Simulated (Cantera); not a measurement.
Feed: 1 mol Si₂Cl₆, 0.16 mol Cl₂, 5.7 mol H₂, held at 0.300 bar.

Method: chemical equilibrium by Gibbs-energy minimisation in Cantera with the NASA 1993 tables (ideal gas, pure condensed phases). Candidate condensed phases: Si; 19 gas species. The feed counts by its element totals alone. The tables' values for SiCl₃ are old estimates; treat these amounts as uncertain. Kinetics and transport are ignored.

log p: log10 of the partial pressure in bar; n: condensed amount in mol.

```json
[
 {"T (K)": "800", "log p H₂": "-0.64", "log p SiCl₄": "-1.28", "log p HCl": "-3.23", "log p SiHCl₃": "-1.74", "log p SiCl₃": "-4.57", "log p SiCl₂": "-5.82", "log p SiH₂Cl₂": "-3.28", "n Si(s)": "0.307"},
 {"T (K)": "850", "log p H₂": "-0.64", "log p SiCl₄": "-1.28", "log p HCl": "-2.96", "log p SiHCl₃": "-1.74", "log p SiCl₃": "-4.17", "log p SiCl₂": "-5.21", "log p SiH₂Cl₂": "-3.26", "n Si(s)": "0.312"},
 {"T (K)": "900", "log p H₂": "-0.64", "log p SiCl₄": "-1.28", "log p HCl": "-2.72", "log p SiHCl₃": "-1.75", "log p SiCl₃": "-3.81", "log p SiCl₂": "-4.66", "log p SiH₂Cl₂": "-3.25", "n Si(s)": "0.318"},
 {"T (K)": "950", "log p H₂": "-0.64", "log p SiCl₄": "-1.29", "log p HCl": "-2.51", "log p SiHCl₃": "-1.76", "log p SiCl₃": "-3.50", "log p SiCl₂": "-4.18", "log p SiH₂Cl₂": "-3.24", "n Si(s)": "0.326"},
 {"T (K)": "1000", "log p H₂": "-0.65", "log p SiCl₄": "-1.29", "log p HCl": "-2.31", "log p SiHCl₃": "-1.78", "log p SiCl₃": "-3.21", "log p SiCl₂": "-3.75", "log p SiH₂Cl₂": "-3.23", "n Si(s)": "0.336"},
 {"T (K)": "1050", "log p H₂": "-0.65", "log p SiCl₄": "-1.30", "log p HCl": "[?]", "log p SiHCl₃": "-1.79", "log p SiCl₃": "-2.96", "log p SiCl₂": "[?]", "log p SiH₂Cl₂": "-3.23", "n Si(s)": "0.347"},
 {"T (K)": "1100", "log p H₂": "-0.65", "log p SiCl₄": "-1.31", "log p HCl": "[?]", "log p SiHCl₃": "-1.81", "log p SiCl₃": "-2.73", "log p SiCl₂": "[?]", "log p SiH₂Cl₂": "-3.23", "n Si(s)": "0.358"},
 {"T (K)": "1150", "log p H₂": "-0.66", "log p SiCl₄": "-1.33", "log p HCl": "-1.85", "log p SiHCl₃": "-1.83", "log p SiCl₃": "-2.53", "log p SiCl₂": "-2.70", "log p SiH₂Cl₂": "-3.23", "n Si(s)": "0.367"},
 {"T (K)": "1200", "log p H₂": "-0.67", "log p SiCl₄": "-1.36", "log p HCl": "-1.73", "log p SiHCl₃": "-1.86", "log p SiCl₃": "-2.36", "log p SiCl₂": "-2.42", "log p SiH₂Cl₂": "-3.25", "n Si(s)": "0.369"}
]
```

Q: Fill in the missing entries.

A: 
- 1100, log p HCl: -1.99
- 1100, log p SiCl₂: -3.01
- 1050, log p HCl: -2.14
- 1050, log p SiCl₂: -3.36
